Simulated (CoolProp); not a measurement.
Vapour pressure (MPa) of n-nonane: the reference equation beside estimates from Tc = 594.5 K, pc = 2.282 MPa, ω = 0.443. Clausius-Clapeyron is anchored at 302.8 K with a constant enthalpy of vaporisation of 46.16 kJ/mol.

Model: reference Helmholtz-energy equation of state, Lemmon 2006, in CoolProp. It is a short technical equation, of lower accuracy than the large ones.

```tsv
T (K)	reference	Lee-Kesler	Clausius-Clapeyron	Redlich-Kwong	Soave-Redlich-Kwong	Peng-Robinson
273.4	0.0001025	9.871e-5	0.0001078	0.001491	0.0001013	0.0001193
288.1	0.0003000	0.0002875	0.0003037	0.003301	0.0002943	0.0003361
302.8	0.0007740	0.0007418	0.0007740	0.006629	0.0007569	0.0008418
317.6	0.001805	0.001735	0.001819	0.01232	0.001764	0.001918
332.3	0.003819	0.003691	0.003941	0.02129	0.003738	0.003990
347.1	0.007510	0.007304	0.008036	0.03485	0.007370	0.007744
361.8	0.01374	0.01346	0.01539	0.05411	0.01353	0.01403
376.6	0.02382	0.02348	0.02813	0.08076	0.02355	0.02415
391.3	0.03911	0.03880	0.04894	0.1159	0.03883	0.03946
```

Absolute difference from the reference over all 9 rows, mean and median: Lee-Kesler 2.9 and 3.4 %, Clausius-Clapeyron 8.1 and 5.2 %, Redlich-Kwong 582.7 and 457.5 %, Soave-Redlich-Kwong 1.7 and 1.9 %, Peng-Robinson 6.2 and 4.5 %.
